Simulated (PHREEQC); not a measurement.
Solution (6.9 °C): 0.0022 mol Cu(BF4)2 and 0.039 mol Na2SO4 per kg of water. Closed to the air; pH follows from the charge balance.

All values are PHREEQC results (ion-association model, phreeqc.dat), not measurements.

```tsv
quantity	before	after
pH	3.09	7.45
ionic strength (mol/kgw)	0.112	0.109
```

Which change was made?
A. Na2SO4 from 0.039 to 0.0078 mol/kgw
B. Cu(BF4)2 from 0.0022 to 0.0044 mol/kgw
C. Na2SO4 left out
D. Cu(BF4)2 left out
E. diluted 100-fold with water

D, Cu(BF4)2 left out

Precipitation was switched off in this run. Away from 25 °C the constants follow the database's enthalpies or fits; those with neither stay at their 25 °C values. Real BF4- forms and hydrolyses slowly; the run takes it at equilibrium.
